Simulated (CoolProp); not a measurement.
Saturation properties of nitrogen (Tc = -147.0 °C, pc = 3.396 MPa, ω = 0.037).

The numbers come from the reference Helmholtz-energy equation of state, Span 2000 in CoolProp.

```csv
T (°C),p (MPa),liquid viscosity (µPa s),vapour viscosity (µPa s),liquid conductivity (mW/(m K))
-173.45,0.7622,76.4,7.40,101
-170.65,0.9218,70.3,7.70,95.2
-167.75,…,64.5,8.03,…
-164.95,…,…,8.38,84.0
-162.05,1.561,54.0,…,…
-159.25,1.825,49.2,9.24,72.8
-156.35,…,…,9.80,67.1
-153.55,2.461,39.2,10.5,61.8
-150.65,2.841,33.4,11.6,56.8
```

Complete the blanks.


- -167.75, p (MPa): 1.111
- -167.75, liquid conductivity (mW/(m K)): 89.5
- -164.95, p (MPa): 1.319
- -164.95, liquid viscosity (µPa s): 59.2
- -162.05, vapour viscosity (µPa s): 8.79
- -162.05, liquid conductivity (mW/(m K)): 78.3
- -156.35, p (MPa): 2.131
- -156.35, liquid viscosity (µPa s): 44.2

It boils at -195.8 °C under 1 atm.

Viscosity comes from a separate model (Lemmon 2004). Thermal conductivity comes from a separate model (Lemmon 2004).
